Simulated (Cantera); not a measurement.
Thermodynamics of tantalum, niobium, vanadium and zirconium in process gases, feed V + N2 + NH3

Charge: 1 mol V, 0.99 mol N2, 0.2 mol NH3, at 0.130 Pa.

These are equilibrium values from Cantera (NASA tables, ideal gas, pure condensed phases), not measurements of a reactor. Candidate condensed phases: V, VN; 11 gas species. VN: taken at fixed stoichiometry. Condensed phases not in the tables: V2N, N, O or C dissolved in the metal. The numbers say what is thermodynamically allowed, not how fast it happens.

From 923 K to 1523 K the condensed part is VN(s). From 1623 K to 1823 K the condensed part is V(s). From 1923 K to 2023 K nothing is condensed.

| T (K) | x N2 | x V | x H2 | x H | x N | x VN | n VN(s) | n V(s) |
|---|---|---|---|---|---|---|---|---|
| 923 | 0.663 | <1e-12 | 0.337 | 1.25e-7 | <1e-12 | <1e-12 | 1.00 | 0 |
| 1023 | 0.663 | <1e-12 | 0.337 | 2.11e-6 | <1e-12 | <1e-12 | 1.00 | 0 |
| 1123 | 0.663 | <1e-12 | 0.337 | 2.17e-5 | <1e-12 | <1e-12 | 1.00 | 0 |
| 1223 | 0.663 | 1.01e-10 | 0.337 | 0.000153 | <1e-12 | <1e-12 | 1.00 | 0 |
| 1323 | 0.663 | 2.18e-8 | 0.337 | 0.000807 | <1e-12 | <1e-12 | 1.00 | 0 |
| 1423 | 0.662 | 2.20e-6 | 0.335 | 0.00337 | 5.44e-12 | 3.09e-12 | 1.000 | 0 |
| 1523 | 0.659 | 0.000120 | 0.329 | 0.0116 | 7.72e-11 | 1.70e-10 | 1.000 | 0 |
| 1623 | 0.772 | 0.00151 | 0.199 | 0.0270 | 8.59e-10 | 2.35e-9 | 0 | 0.998 |
| 1723 | 0.748 | 0.0134 | 0.173 | 0.0664 | 6.63e-9 | 2.07e-8 | 0 | 0.980 |
| 1823 | 0.660 | 0.0931 | 0.117 | 0.130 | 3.91e-8 | 1.36e-7 | 0 | 0.846 |
| 1923 | 0.420 | 0.385 | 0.0366 | 0.158 | 1.61e-7 | 4.50e-7 | 0 | 0 |
| 2023 | 0.411 | 0.377 | 0.0141 | 0.198 | 7.04e-7 | 4.37e-7 | 0 | 0 |
x: gas mole fraction; n: condensed amount in mol.
